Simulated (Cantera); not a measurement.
A closed system holds: 1 mol HBr, 0.92 mol H2, held at 73.0 Pa.

These are equilibrium values from Cantera (NASA tables, ideal gas, pure condensed phases), not measurements of a reactor. Candidate condensed phases: Br2; 5 gas species. Kinetics and transport are ignored.

Task: At 1900 K, list the 5 most abundant gas species with their mole fractions, and the condensed phases.

Result: H2 0.528, Br 0.248, HBr 0.202, H 0.0213, Br2 1.71e-5. Condensed: gas only.
